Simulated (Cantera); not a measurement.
# Thermodynamics of carbothermic reduction, feed Cu2O + C + N2

A closed system holds: 1 mol Cu2O, 6 mol C, 10 mol N2, at 2123.15 K and 0.133 bar.

These are equilibrium values from Cantera (NASA tables, ideal gas, pure condensed phases), not measurements of a reactor. Candidate condensed phases: C, Cu, CuO, Cu2O; 27 gas species. Equilibrium is a limit: real reactors are often held back by kinetics, nucleation or transport.

```
Property            Value
--------------  ---------
x(N2)               0.822
x(Cu)              0.0947
x(CO)              0.0822
x(Cu2)           0.000579
x(CN)             6.37e-6
x(C2N2)           4.45e-6
n(C(graphite))   5.00 mol
n(Cu(l))        0.834 mol
gas amount      12.16 mol
```
